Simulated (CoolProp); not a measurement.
Vapour-liquid equilibrium of CH3F (R41) (1) + chloromethane (R40) (2) at 1.07 MPa; x and y are mole fractions of (1).

Computed with CoolProp (multi-fluid Helmholtz-energy mixture model, Lemmon 2006 and Thol 2014; pair parameters Bell 2016).

```
x     bubble temperature (K)  y at the bubble point  dew temperature at overall composition x (K)  liquid density (mol/L)
----  ----------------------  ---------------------  --------------------------------------------  ----------------------
0.05                   313.4                  0.192                                         319.2                   17.48
0.2                    294.2                  0.567                                         313.1                   18.52
0.35                   280.6                  0.755                                         306.2                   19.38
0.5                    270.8                  0.855                                         298.3                   20.10
0.65                   263.6                  0.915                                         288.7                   20.71
0.8                    257.8                  0.957                                         276.5                   21.26
0.95                   252.8                  0.990                                         258.8                   21.77
```

No azeotrope shows between x = 0.05 and 0.95.

The pair parameters rest on a limited set of measurements; away from them the model extrapolates.
